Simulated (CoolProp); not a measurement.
The numbers come from the reference Helmholtz-energy equation of state, Jacobsen 1992 in CoolProp.

Problem. For R11, give the phase and the cv (kJ/(kg K)), speed of sound (m/s), Joule-Thomson coefficient (K/MPa), conductivity (mW/(m K)) at 442.5 K and 1.01 bar.

Solution. 
- 442.5 K and 1.01 bar: gas; cv 0.601, speed of sound 170, Joule-Thomson coefficient 12.2, conductivity 14.5

Thermal conductivity comes from a separate model (McLinden 2000), an estimate that may be off by 10 % or more.
